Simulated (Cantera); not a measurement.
Charge: 1 mol Al2O3, 1 mol HCl, equilibrated at 0.100 bar.

These are equilibrium values from Cantera (NASA tables, ideal gas, pure condensed phases), not measurements of a reactor. Candidate condensed phases: Al, AlCl3, Al2O3, H2O; 29 gas species. The tables' values for AlCl2 are old estimates; treat these amounts as uncertain. Condensed phases not in the tables: AlOCl. Equilibrium is a limit: real reactors are often held back by kinetics, nucleation or transport.

log p: log10 of the partial pressure in bar; n: condensed amount in mol.

```tsv
T (°C)	log p HCl	log p Cl	log p H2O	log p AlCl3	log p H2	n Al2O3(s)
600	-1.00	[?]	-4.97	-5.15	-6.97	1.000
675	-1.00	[?]	-4.66	-4.84	-6.50	1.000
750	-1.00	[?]	-4.41	-4.58	-6.09	1.000
825	-1.00	[?]	-4.18	-4.36	-5.71	1.000
900	-1.00	[?]	-3.99	-4.17	-5.36	1.000
975	-1.00	[?]	-3.83	-4.00	-5.03	1.000
1050	-1.00	[?]	-3.68	-3.85	-4.72	0.999
1125	-1.00	[?]	-3.55	-3.72	-4.43	0.999
1200	-1.00	[?]	-3.43	-3.61	-4.17	0.999
1275	-1.00	[?]	-3.33	-3.50	-3.92	0.998
1350	-1.01	[?]	-3.24	-3.41	-3.70	0.998
1425	-1.01	[?]	-3.15	-3.33	-3.50	0.998
1500	-1.01	[?]	-3.08	-3.26	-3.31	0.997
```

Task: What belongs in the gaps?

Result: 
- 600, log p Cl: -7.85
- 675, log p Cl: -7.05
- 750, log p Cl: -6.37
- 825, log p Cl: -5.80
- 900, log p Cl: -5.31
- 975, log p Cl: -4.89
- 1050, log p Cl: -4.52
- 1125, log p Cl: -4.20
- 1200, log p Cl: -3.91
- 1275, log p Cl: -3.65
- 1350, log p Cl: -3.42
- 1425, log p Cl: -3.21
- 1500, log p Cl: -3.02
